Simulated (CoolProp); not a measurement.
The numbers come from the reference Helmholtz-energy equation of state, Zhou 2011 in CoolProp.

### Question
For dimethyl carbonate, give the phase and the density (kg/m³), cp (kJ/(kg K)), cv (kJ/(kg K)), expansivity (1/kK) at 140.35 °C and 14.3 MPa.

### Answer
- 140.35 °C and 14.3 MPa: liquid; density 927, cp 2.05, cv 1.54, expansivity 1.48
